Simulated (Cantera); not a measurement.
A freely propagating, adiabatic, planar premixed flame of CH₄ : CO : O₂ : N₂ = 1 : 0.25 : 1.52 : 5.77 (molar parts), equivalence ratio 1.4, unburnt at 425 K and 750 Torr; mixture-averaged transport, grid criteria slope 0.08 and curve 0.16, no radiation.

Detailed kinetics in Cantera: GRI-Mech 3.0 (53 species, 325 reactions). Burning velocities carry a grid error of a few per cent, more on coarse grids.

How do the results move with these cheaper or finer settings: unity-Lewis-number transport; multicomponent transport; multicomponent+Soret transport; grid criteria slope 0.5, curve 1; grid criteria slope 0.25, curve 0.5; grid criteria slope 0.03, curve 0.06?


```csv
setting,laminar burning velocity,thermal thickness,peak x(CH₂),peak x(C₂H),grid points
as above,39.2 cm/s,0.576 mm,5.72e-5,1.12e-6,145
unity-Lewis-number transport,25.4 cm/s,0.775 mm,4.98e-5,9.40e-7,144
multicomponent transport,39.1 cm/s,0.585 mm,5.70e-5,1.12e-6,145
multicomponent+Soret transport,39.9 cm/s,0.568 mm,5.79e-5,1.10e-6,148
"grid criteria slope 0.5, curve 1",40.2 cm/s,0.638 mm,5.52e-5,1.05e-6,37
"grid criteria slope 0.25, curve 0.5",39.6 cm/s,0.599 mm,5.64e-5,1.09e-6,59
"grid criteria slope 0.03, curve 0.06",38.9 cm/s,0.570 mm,5.72e-5,1.12e-6,357
```
The base run took roughly 5 core-seconds.
Unity Lewis numbers drop preferential diffusion, which matters most where H2 and H carry the flame; Soret adds thermal diffusion.
